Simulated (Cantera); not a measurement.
Cantera run:

```python
import numpy as np
import cantera as ct

gas_names = """
    AL ALCL ALCL2 ALCL3 ALH ALO ALOCL ALOH ALO2 ALO2H AL2 AL2CL6 AL2O AL2O2 CL CLO CL2 H HALO HCL HOCL
    HO2 H2 H2O H2O2 O OH O2 O3
""".split()
cond_names = """
    AL(cr) AL(L) ALCL3(s) ALCL3(L) AL2O3(a) AL2O3(L) H2O(s) H2O(L)
""".split()


# ... load() reads the species with a 1 bar reference pressure and builds the phases ...
atoms = {
    'AlCl3': {'AL': 1, 'CL': 3},
    'H2O': {'H': 2, 'O': 1},
    'H2': {'H': 2},
}
top_T = {}  # K; cautious upper limits of use, not melting points


# ... equilibrate(T, P, feed) seeds the gas with the atoms and calls Mixture.equilibrate('TP', solver="vcs", rtol=1e-11, max_steps=5000) ...
results = []
feed = {'AlCl3': 1, 'H2O': 29, 'H2': 1.5}  # mol
T = 1300  # K
P = 5600  # Pa
mix = equilibrate(T, P, feed)
results.append((T, P, feed, dict(zip(mix.species_names, mix.species_moles))))
x = sorted(zip(gas.X, gas.species_names), reverse=True)
print(f"T = {T:g} K  P = {P:g} Pa  gas = {mix.phase_moles(0):.4g} mol")
print("   x: " + "  ".join(f"{s} {v:.3e}" for v, s in x if v > 1e-06))
print("   condensed (mol): " + ("  ".join(f"{mix.phase(i).name} {mix.phase_moles(i):.4g}"
      for i in range(1, mix.n_phases) if mix.phase_moles(i) > 1e-12) or "none"))
```

It prints:

```
T = 1300 K  P = 5600 Pa  gas = 32 mol
   x: H2O 8.594e-01  HCL 9.375e-02  H2 4.688e-02  CL 1.707e-06  H 1.012e-06
   condensed (mol): AL2O3(a) 0.5
```

Equilibrium computed with Cantera from the NASA thermochemical tables; the gas is ideal and each condensed phase is pure.
